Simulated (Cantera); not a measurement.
# Catalytic stagnation flow on Pt

A jet of 2.39 % H2, 15.6 % O2, 82.0 % N2, equivalence ratio 0.077 at 300 K and 2400 Pa hits a platinum plate 4.3 cm away at a mass flux of 0.098 kg/m²/s; the plate temperature is set and raised in steps from an oxygen-covered start.

Model: Deutschmann's 1995 Pt surface mechanism with GRI-Mech 3.0 gas chemistry, integrated in Cantera. Catalytic surfaces can have several steady states; this one follows from the mechanism file's or the stated starting coverage.

```csv
plate T (K),wall x H2,wall x O2,wall x H2O,wall x OH,θ free Pt,θ O*,θ OH*
700,0.00643,0.137,0.0338,<1e-8,0.0912,0.907,0.00166
750,0.00577,0.136,0.0349,<1e-8,0.110,0.889,0.00133
800,0.00470,0.135,0.0367,<1e-8,0.147,0.851,0.00116
850,0.00373,0.134,0.0383,2.16e-8,0.201,0.798,0.00103
900,0.00303,0.134,0.0395,6.85e-8,0.265,0.734,0.000918
```
x: mole fraction at the wall; θ: surface coverage.
